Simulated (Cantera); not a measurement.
A Cantera script and its output.

```python
import numpy as np
import cantera as ct

gas = ct.Solution("gri30.yaml")
gas.TPX = 1650, 400000, {'CO': 1, 'H2': 0.047, 'O2': 1.69, 'N2': 6.35}
reactor = ct.IdealGasReactor(gas, energy="on", clone=False)
net = ct.ReactorNet([reactor])
net.rtol, net.atol = 1e-08, 1e-16
show = ['CO', 'H2', 'O2', 'OH', 'HO2', 'H2O', 'H2O2']
times = np.geomspace(6e-06, 10, 16)

steps = ct.SolutionArray(gas, extra=["t"])
rows = []
print(f"{'t/s':>10s}{'T/K':>9s}{'P/Pa':>11s}" + "".join(f"{s:>11s}" for s in show))
for t in times:
    while net.time < t:
        t_next = net.step()
        steps.append(gas.state, t=t_next)
    rows.append([np.interp(t, steps.t, y) for y in (steps.T, steps.P, *steps(*show).X.T)])
    print(f"{t:10.3e}{rows[-1][0]:9.1f}{rows[-1][1]:11.4g}" + "".join(f"{x:11.3e}" for x in rows[-1][2:]))
rate = np.gradient(steps.T, steps.t)
print("integrator steps:", len(steps.t))
if steps.T.max() > steps.T[0] + 200:
    print(f"time of steepest temperature rise: {steps.t[rate.argmax()]:.4e} s")
gas.TPX = 1650, 400000, {'CO': 1, 'H2': 0.047, 'O2': 1.69, 'N2': 6.35}
gas.equilibrate("UV")
print(f"equilibrium (UV): T = {gas.T:.1f} K  " + "  ".join(f"{s} {gas[s].X[0]:.3e}" for s in show))
```

It prints:

```
       t/s      T/K       P/Pa         CO         H2         O2         OH        HO2        H2O       H2O2
 6.000e-06   1650.2      4e+05  1.099e-01  5.061e-03  1.858e-01  6.723e-05  8.532e-06  5.933e-05  1.517e-08
 1.559e-05   1721.1  4.158e+05  9.589e-02  1.667e-04  1.713e-01  1.498e-03  3.414e-05  3.762e-03  2.930e-07
 4.053e-05   2079.6  4.933e+05  4.791e-02  1.738e-04  1.440e-01  2.927e-03  1.842e-05  2.785e-03  1.101e-07
 1.053e-04   2458.6  5.705e+05  1.889e-02  9.932e-05  1.379e-01  3.118e-03  5.484e-06  3.516e-03  4.032e-08
 2.737e-04   2590.4  5.961e+05  8.896e-03  5.125e-05  1.360e-01  2.450e-03  4.211e-06  4.103e-03  3.239e-08
 7.114e-04   2599.4  5.976e+05  7.499e-03  4.490e-05  1.342e-01  2.297e-03  4.202e-06  4.206e-03  3.263e-08
 1.849e-03   2587.9  5.947e+05  7.179e-03  4.352e-05  1.314e-01  2.222e-03  4.038e-06  4.250e-03  3.180e-08
 4.805e-03   2575.1  5.916e+05  6.842e-03  4.205e-05  1.283e-01  2.140e-03  3.859e-06  4.297e-03  3.087e-08
 1.249e-02   2570.2  5.904e+05  6.718e-03  4.150e-05  1.271e-01  2.109e-03  3.792e-06  4.315e-03  3.052e-08
 3.245e-02   2570.0  5.904e+05  6.713e-03  4.148e-05  1.271e-01  2.108e-03  3.790e-06  4.316e-03  3.050e-08
 8.434e-02   2570.0  5.904e+05  6.713e-03  4.148e-05  1.271e-01  2.108e-03  3.790e-06  4.316e-03  3.050e-08
 2.192e-01   2570.0  5.904e+05  6.713e-03  4.148e-05  1.271e-01  2.108e-03  3.790e-06  4.316e-03  3.050e-08
 5.697e-01   2570.0  5.904e+05  6.713e-03  4.148e-05  1.271e-01  2.108e-03  3.790e-06  4.316e-03  3.050e-08
 1.481e+00   2570.0  5.904e+05  6.713e-03  4.148e-05  1.271e-01  2.108e-03  3.790e-06  4.316e-03  3.050e-08
 3.848e+00   2570.0  5.904e+05  6.713e-03  4.148e-05  1.271e-01  2.108e-03  3.790e-06  4.316e-03  3.050e-08
 1.000e+01   2570.0  5.904e+05  6.713e-03  4.148e-05  1.271e-01  2.108e-03  3.790e-06  4.316e-03  3.050e-08
integrator steps: 1464
time of steepest temperature rise: 2.9414e-05 s
equilibrium (UV): T = 2570.0 K  CO 6.713e-03  H2 4.148e-05  O2 1.271e-01  OH 2.108e-03  HO2 3.790e-06  H2O 4.316e-03  H2O2 3.050e-08
```

Model: GRI-Mech 3.0 (53 species, 325 reactions), integrated in Cantera. The hydrogen kinetics of GRI-Mech 3.0 are dated; newer H2 mechanisms differ, most at raised pressure.
